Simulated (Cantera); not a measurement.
# Equilibrium for hydrogen reduction and annealing atmospheres: Cr2O3 + H2

Charge: 1 mol Cr2O3, 5.8 mol H2, held at 0.230 bar.

Cantera equilibrium calculation (NASA polynomials, part measured and part estimated; ideal gas, pure solids and liquids). Candidate condensed phases: Cr, Cr2O3, H2O; 13 gas species. Mutual solubility and eutectic melting of coexisting phases are not modelled. Equilibrium is a limit: real reactors are often held back by kinetics, nucleation or transport.

At 973 K the condensed part is Cr2O3(s). From 1173 K to 1973 K the condensed part is Cr(s) + Cr2O3(s). At 2173 K the condensed part is Cr2O3(s).

| T (K) | x H2 | x H2O | x Cr | x H | n Cr2O3(s) | n Cr(s) |
|---|---|---|---|---|---|---|
| 973 | 1.000 | 5.40e-6 | <1e-12 | 2.25e-9 | 1.000 | 0 |
| 1173 | 1.000 | 7.70e-5 | 4.19e-10 | 2.46e-7 | 1.000 | 0.000298 |
| 1373 | 0.999 | 0.000495 | 1.39e-7 | 6.94e-6 | 0.999 | 0.00191 |
| 1573 | 0.998 | 0.00196 | 1.02e-5 | 8.47e-5 | 0.996 | 0.00752 |
| 1773 | 0.993 | 0.00567 | 0.000274 | 0.000591 | 0.989 | 0.0204 |
| 1973 | 0.980 | 0.0132 | 0.00366 | 0.00279 | 0.974 | 0.0298 |
| 2173 | 0.937 | 0.0318 | 0.0210 | 0.00974 | 0.936 | 0 |
x: gas mole fraction; n: condensed amount in mol.
